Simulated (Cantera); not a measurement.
## Hydrocarbon pyrolysis for carbon deposition

A perfectly stirred reactor is fed with 2.22 % C2H6, 97.8 % N2, at 1.18 atm; it is held at 1125 K, and followed from long to short residence time.

Cantera simulation using GRI-Mech 3.0 (53 species, 325 reactions); the numbers are that mechanism's predictions, not measurements. GRI-Mech 3.0 stops at C3 and has no aromatics, soot or wall deposition, so with more carbon than oxygen in the feed, carbon stays in small species such as C2H2 where larger ones or solid carbon would form.

| τ (s) | x C2H6 | x CH2 | x H2 | x C2H2 | x C2H4 | x HCN |
|---|---|---|---|---|---|---|
| 11 | 0.000585 | 1.02e-12 | 0.0244 | 0.00727 | 0.0118 | 1.32e-12 |
| 3.2 | 0.00118 | 1.87e-12 | 0.0237 | 0.00610 | 0.0129 | 1.05e-12 |
| 0.89 | 0.00267 | 3.86e-12 | 0.0211 | 0.00415 | 0.0138 | <1e-12 |
| 0.25 | 0.00620 | 8.37e-12 | 0.0162 | 0.00195 | 0.0130 | <1e-12 |
| 0.070 | 0.0127 | 1.60e-11 | 0.00913 | 0.000505 | 0.00842 | 1.03e-12 |
| 0.020 | 0.0186 | 2.13e-11 | 0.00336 | 6.75e-5 | 0.00332 | <1e-12 |
| 0.0055 | 0.0212 | 1.93e-11 | 0.000905 | 5.02e-6 | 0.000914 | <1e-12 |
| 0.0015 | 0.0220 | 9.40e-12 | 0.000176 | 1.88e-7 | 0.000178 | <1e-12 |
x: mole fraction; the columns are a selection and need not sum to one.
